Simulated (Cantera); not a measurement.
Thermodynamics of carbothermic reduction, feed SiO2 + CH4 + N2

Charge: 1 mol SiO2, 3.5 mol CH4, 8.6 mol N2, held at 1.30 mbar.

Equilibrium computed with Cantera from the NASA thermochemical tables; the gas is ideal and each condensed phase is pure. Candidate condensed phases: C, C6H6, C7H8, C8H18, H2O, Si, SiC, SiO2, Si2N2O, Si3N4; 151 gas species. The tables' values for SiN are old estimates; treat these amounts as uncertain. Rates play no part.

From 1325 °C to 1850 °C the condensed part is C(graphite) + SiC(s). The main Si-bearing gas is SiO at 1325 °C and Si at 1850 °C. The share of Si in condensed phases is highest at 1325 °C (99.4 %) and lowest at 1850 °C (73.8 %).

```json
[
 {"T (°C)": "1325", "x N2": "0.488", "x H2": "0.397", "x CO": "0.113", "x H": "0.000930", "x Si": "7.51e-7", "x HCN": "0.000889", "x SiO": "0.000326", "x SiC2": "2.88e-9", "n C(graphite)": "0.495", "n SiC(s)": "0.994"},
 {"T (°C)": "1400", "x N2": "0.487", "x H2": "0.396", "x CO": "0.113", "x H": "0.00199", "x Si": "4.29e-6", "x HCN": "0.00138", "x SiO": "0.000424", "x SiC2": "2.81e-8", "n C(graphite)": "0.489", "n SiC(s)": "0.992"},
 {"T (°C)": "1475", "x N2": "0.487", "x H2": "0.394", "x CO": "0.113", "x H": "0.00398", "x Si": "2.11e-5", "x HCN": "0.00207", "x SiO": "0.000537", "x SiC2": "2.25e-7", "n C(graphite)": "0.480", "n SiC(s)": "0.990"},
 {"T (°C)": "1550", "x N2": "0.485", "x H2": "0.391", "x CO": "0.113", "x H": "0.00751", "x Si": "9.09e-5", "x HCN": "0.00299", "x SiO": "0.000667", "x SiC2": "1.51e-6", "n C(graphite)": "0.467", "n SiC(s)": "0.986"},
 {"T (°C)": "1625", "x N2": "0.483", "x H2": "0.386", "x CO": "0.112", "x H": "0.0135", "x Si": "0.000348", "x HCN": "0.00417", "x SiO": "0.000813", "x SiC2": "8.71e-6", "n C(graphite)": "0.453", "n SiC(s)": "0.979"},
 {"T (°C)": "1700", "x N2": "0.479", "x H2": "0.378", "x CO": "0.111", "x H": "0.0230", "x Si": "0.00120", "x HCN": "0.00564", "x SiO": "0.000972", "x SiC2": "4.38e-5", "n C(graphite)": "0.442", "n SiC(s)": "0.959"},
 {"T (°C)": "1775", "x N2": "0.473", "x H2": "0.366", "x CO": "0.110", "x H": "0.0375", "x Si": "0.00379", "x HCN": "0.00738", "x SiO": "0.00114", "x SiC2": "0.000195", "n C(graphite)": "0.454", "n SiC(s)": "0.902"},
 {"T (°C)": "1850", "x N2": "0.463", "x H2": "0.346", "x CO": "0.108", "x H": "0.0585", "x Si": "0.0110", "x HCN": "0.00931", "x SiO": "0.00131", "x SiC2": "0.000780", "n C(graphite)": "0.544", "n SiC(s)": "0.738"}
]
```
x: gas mole fraction; n: condensed amount in mol.
